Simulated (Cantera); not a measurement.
A Cantera script and what it prints.

```python
import numpy as np
import cantera as ct

gas_names = """
    B BF BF2 BF3 BO BOF BOF2 BO2 B2 B2O B2O2 B2O3 B3O3F3 F FO FO2 F2 F2O O O2 O3
""".split()
cond_names = """
    B(b) B(L) B2O3(L)
""".split()


# ... load() reads the species with a 1 bar reference pressure and builds the phases ...
atoms = {
    'BF3': {'B': 1, 'F': 3},
    'O2': {'O': 2},
}
top_T = {}  # K; cautious upper limits of use, not melting points


# ... equilibrate(T, P, feed) seeds the gas with the atoms and calls Mixture.equilibrate('TP', solver="vcs", rtol=1e-11, max_steps=5000) ...
results = []
feed = {'BF3': 1, 'O2': 4.8}  # mol
P = 13332.2  # Pa
for T in [973, 1173, 1373, 1573, 1773, 1973, 2173, 2373]:
    mix = equilibrate(T, P, feed)
    results.append((T, P, feed, dict(zip(mix.species_names, mix.species_moles))))

top = {s: max(r[3][s] / sum(r[3][g] for g in gas_names) for r in results) for s in gas_names}
cols = sorted((s for s in top if top[s] > 1e-05), key=lambda s: -top[s])[:8]
seen = [c for c in cond_names if any(r[3].get(c, 0) > 1e-12 for r in results)]
print("log10 of partial pressures in bar; condensed amounts in mol")
print(f"{'T/K':>10s}" + "".join(f"{s[:9]:>10s}" for s in cols + seen))
for T, P, feed, n in results:
    ng = sum(n[g] for g in gas_names)
    print(f"{T:10.4g}" + "".join(f"{np.log10(max(n[s] / ng * P / 1e5, 1e-99)):10.3f}" for s in cols)
          + "".join(f"{n.get(c, 0):10.4g}" for c in seen))
```

Output:

```
log10 of partial pressures in bar; condensed amounts in mol
       T/K        O2       BF3         F       BOF         O      BOF2       BF2       BO2
       973    -0.957    -1.639    -9.277   -10.659   -10.648    -9.314   -17.802   -19.736
      1173    -0.957    -1.639    -7.395    -8.006    -8.333    -7.688   -13.933   -15.278
      1373    -0.957    -1.639    -5.949    -6.348    -6.689    -6.643   -11.305   -12.447
      1573    -0.957    -1.639    -4.835    -5.176    -5.460    -5.896    -9.382   -10.431
      1773    -0.958    -1.640    -3.964    -4.285    -4.506    -5.325    -7.904    -8.893
      1973    -0.960    -1.645    -3.269    -3.581    -3.746    -4.874    -6.733    -7.673
      2173    -0.967    -1.664    -2.705    -3.013    -3.127    -4.519    -5.789    -6.682
      2373    -0.986    -1.716    -2.250    -2.557    -2.618    -4.252    -5.029    -5.865
```

Equilibrium computed with Cantera from the NASA thermochemical tables; the gas is ideal and each condensed phase is pure. The tables' values for BF2 are old estimates; treat these amounts as uncertain.
